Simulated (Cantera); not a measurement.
A perfectly stirred reactor is fed with CH3OH : O2 : N2 = 0.0027 : 0.04 : 1 (molar parts), at 1130 Torr; it is held at 1200 K, and followed from long to short residence time.

Model: GRI-Mech 3.0 (53 species, 325 reactions), integrated in Cantera. GRI-Mech 3.0 was tuned for natural gas; its chemistry of methanol as a main component is partial and can be far from experiment.

Task: Predict: x(CH3OH) at τ = 0.780 s; x(O2) at τ = 0.780 s; x(CO) at τ = 0.780 s; x(CO2) at τ = 0.780 s; x(CH3OH) at τ = 15.0 ms; x(O2) at τ = 15.0 ms; x(CH4) at τ = 15.0 ms; x(CO) at τ = 15.0 ms; x(CO2) at τ = 15.0 ms.

Result: 
```json
{
  "x(CH3OH) at τ = 0.780 s": "9.18e-6",
  "x(O2) at τ = 0.780 s": "0.0346",
  "x(CO) at τ = 0.780 s": "0.000300",
  "x(CO2) at τ = 0.780 s": "0.00227",
  "x(CH3OH) at τ = 15.0 ms": "0.000264",
  "x(O2) at τ = 15.0 ms": "0.0359",
  "x(CH4) at τ = 15.0 ms": "1.13e-8",
  "x(CO) at τ = 15.0 ms": "0.00173",
  "x(CO2) at τ = 15.0 ms": "0.000471"
}
```
